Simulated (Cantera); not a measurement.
Charge: 1 mol MgO, 3.1 mol F2, equilibrated at 0.000150 bar.

Cantera equilibrium calculation (NASA polynomials, part measured and part estimated; ideal gas, pure solids and liquids). Candidate condensed phases: Mg, MgF2, MgO; 14 gas species. Equilibrium is a limit: real reactors are often held back by kinetics, nucleation or transport.

Q: At 675 K, list the 3 most abundant gas species with their mole fractions, and the condensed phases.

A: F2 0.753, O2 0.186, F 0.0608. Condensed: MgF2(s).
